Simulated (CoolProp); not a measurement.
The numbers come from the reference Helmholtz-energy equation of state, Lemmon 2000 in CoolProp. It is a pseudo-pure fit of the blend.

Q: For dry air, give the phase and the cp (kJ/(kg K)), viscosity (µPa s), conductivity (mW/(m K)) at 31.85 °C and 0.101 MPa.

A: 
- 31.85 °C and 0.101 MPa: gas; cp 1.01, viscosity 18.8, conductivity 26.8

Viscosity comes from a separate model (Lemmon 2004). Thermal conductivity comes from a separate model (Lemmon 2004).
